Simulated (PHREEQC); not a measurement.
A column of 1 m (30 cells, dispersivity 0.08 m, 3600 s a shift, diffusion coefficient 3e-10 m²/s) holds 0.012 eq of the database's cation exchanger X per kg of pore water, first in equilibrium with 0.00058 mol/kgw KBr, 0.0084 mol/kgw KCl, 0.024 mol/kgw SrCl2 and 1e-05 mol/kgw HCl. It is flushed with 0.023 mol KCl and 1e-05 mol HCl per kg of water, at 25 °C. Values are for the last cell. The system is closed to CO2. No solid was allowed to form.

All values are PHREEQC results (ion-association model, phreeqc.dat), not measurements.

**Question.** Predict Br in solution (mol/kgw) at pore volumes = 0.2833, 2.817, 3.617.

**Answer.** 
| pore volumes | Br in solution (mol/kgw) |
|---|---|
| 0.2833 | 0.000580 |
| 2.817 | 8.38e-7 |
| 3.617 | 5.55e-8 |
